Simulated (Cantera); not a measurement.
**Counterflow diffusion flame**

A counterflow diffusion flame at 0.987 atm, nozzles 20 mm apart: fuel side 55.9 % CH₄, 44.1 % CO at 475 K, oxidiser side 24.0 % O₂, 76.0 % N₂ at 823 K, fuel mass flux 1 times the oxidiser's; mixture-averaged transport, no radiation.

Computed with Cantera and GRI-Mech 3.0 (53 species, 325 reactions). GRI-Mech 3.0 has no aromatics or soot, which form on the fuel side of real flames. The maximum strain rate includes the flame's own expansion and is several times the mean.

```
oxidiser flux (kg/m²/s)  max strain (1/s)  mean strain (1/s)  T max (K)  peak x OH  peak x H  peak x NO  peak x CO  peak x C₂H₂
-----------------------  ----------------  -----------------  ---------  ---------  --------  ---------  ---------  -----------
0.25                                  232               52.7       2355     0.0133   0.00638   0.000604      0.441       0.0162
0.36                                  324               75.9       2331     0.0134   0.00679   0.000527      0.441       0.0156
0.51                                  446                107       2310     0.0134   0.00717   0.000466      0.441       0.0151
0.73                                  622                154       2292     0.0133   0.00755   0.000412      0.441       0.0144
1                                     833                211       2276     0.0132   0.00788   0.000370      0.441       0.0139
1.5                                  1220                316       2258     0.0130   0.00830   0.000317      0.441       0.0132
2.1                                  1670                442       2239     0.0127   0.00857   0.000271      0.441       0.0125
```
x: mole fraction; the columns are a selection and need not sum to one.
